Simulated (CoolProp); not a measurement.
The fluid at 229.75 K and 0.0302 MPa flows at 2.8 m/s in a round tube of 12.7 mm bore and 45 µm roughness, fully developed (64/Re and Nu = 3.66 if laminar; Colebrook and Gnielinski if turbulent). The same conditions are run with several fluids, on thermodynamics alone (safety and materials aside).

Computed with CoolProp (reference Helmholtz-energy equation of state of each fluid (R404A: Lemmon 2003; sulfur hexafluoride: Guder 2009; nitrogen: Span 2000; R143a: Lemmon and Jacobsen 2000)). Blends and air are pseudo-pure fits.

Question: Rank R404A, sulfur hexafluoride, nitrogen, R143a by Reynolds number, highest first.

Answer: sulfur hexafluoride (6850), R404A (5800), R143a (5600), nitrogen (1090)

| fluid | Darcy friction factor | pressure drop (Pa/m) | heat-transfer coefficient (W/(m² K)) | mass flow (kg/h) |
|---|---|---|---|---|
| R404A | 0.0398 | 19.2 | 14.8 | 2.00 |
| sulfur hexafluoride | 0.0385 | 27.6 | 16.3 | 2.97 |
| nitrogen | 0.0588 | 8.04 | 5.95 | 0.566 |
| R143a | 0.0401 | 16.7 | 14.8 | 1.72 |

Transport values come from each fluid's own correlations; those of R143a are estimates that may be off by 10 % or more.
